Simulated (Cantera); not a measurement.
Input: 1 mol Fe, 21 mol CO2, 210 mol H2, equilibrated at 1450 °C.

Method: chemical equilibrium by Gibbs-energy minimisation in Cantera with the NASA 1993 tables (ideal gas, pure condensed phases). Candidate condensed phases: C, C6H6, C7H8, C8H18, Fe, Fe(CO)5, FeO, Fe(OH)2, Fe(OH)3, Fe2O3, Fe3O4, H2O; 114 gas species. Kinetics and transport are ignored.

Q: Which condensed phases are stable at each of these points (P (Pa)): 10, 61, 370, 2200, 13000, 82000, 500000, 3000000?

A: 
```csv
P (Pa),condensed phases,Fe condensed (%)
10,gas only,0.0
61,gas only,0.0
370,Fe(δ),42.7
2200,Fe(δ),90.4
13000,Fe(δ),98.3
82000,Fe(δ),99.7
500000,Fe(δ),99.9
3000000,Fe(δ),99.9
```

From 0.0750 Torr to 0.458 Torr nothing is condensed. From 2.78 Torr to 22500 Torr the condensed part is Fe(δ).
